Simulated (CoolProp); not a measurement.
Vapour pressure (MPa) of normal hydrogen: the reference equation beside estimates from Tc = 33.1 K, pc = 1.296 MPa, ω = -0.219.

The numbers come from the reference Helmholtz-energy equation of state, Leachman 2009 in CoolProp.

| T (K) | reference | Lee-Kesler | van der Waals | Redlich-Kwong |
|---|---|---|---|---|
| 25.1 | 0.3278 | 0.3278 | 0.3837 | 0.2129 |
| 25.8 | 0.3785 | 0.3785 | 0.4374 | 0.2616 |
| 26.4 | 0.4262 | 0.4260 | 0.4870 | 0.3091 |
| 27.1 | 0.4869 | 0.4866 | 0.5493 | 0.3715 |
| 27.8 | 0.5535 | 0.5530 | 0.6163 | 0.4422 |
| 28.5 | 0.6262 | 0.6256 | 0.6882 | 0.5214 |
| 29.1 | 0.6936 | 0.6931 | 0.7539 | 0.5966 |
| 29.8 | 0.7787 | 0.7783 | 0.8352 | 0.6930 |
| 30.5 | 0.8710 | 0.8708 | 0.9216 | 0.7992 |
| 31.2 | 0.9711 | 0.9712 | 1.013 | 0.9157 |
| 31.8 | 1.063 | 1.064 | 1.096 | 1.024 |
| 32.5 | 1.180 | 1.181 | 1.198 | 1.161 |

Absolute difference from the reference over all 12 rows, mean and median: Lee-Kesler 0.1 and 0.1 %, van der Waals 9.3 and 9.3 %, Redlich-Kwong 16.5 and 15.4 %.
